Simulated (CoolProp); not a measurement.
The numbers come from the reference Helmholtz-energy equation of state, Younglove 1994 in CoolProp. It is a modified Benedict-Webb-Rubin equation, recast in Helmholtz form.

Question: For R123, give the phase and the density (kg/m³), cp (kJ/(kg K)), expansivity (1/kK), viscosity (µPa s) at 427.5 K and 1180 kPa.

Answer: 
- 427.5 K and 1180 kPa: gas; density 60.4, cp 0.905, expansivity 4.21, viscosity 15.4

Viscosity comes from a separate model (Tanaka 1996).
